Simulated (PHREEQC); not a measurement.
City or well water

Synthetic water in mmol/kgw, 25 °C, pH 6.23, pe 3: Na 5.6; K 0.682; Ca 0.516; Mg 0.865; Cl 1.61; S(6) 0.919; Alkalinity (meq/kgw) 5.55; Fe(2) 0.09; N(-3) 0.055; F 0.00342; Si 0.164; Mn(2) 0.00838.

Valence states are taken as typed.

All values are PHREEQC results (ion-association model, phreeqc.dat), not measurements.

Precipitation was switched off in this run.

Problem. Estimate the specific conductance, charge-balance error.

Solution. specific conductance 885 µS/cm; charge-balance error 1.7 %.

Problem. In which forms is Mg present?

Solution. Mg+2 89 %, MgSO4 7.3 %, MgHCO3+ 3.8 % of the Mg.

The solution is supersaturated, for example in Siderite, Quartz (slow to form), so a real one may precipitate; this is no full list. SiF6-2 is the database's only silicon fluoride. Fluoro complexes past AlF4- and FeF3 are missing from the database.
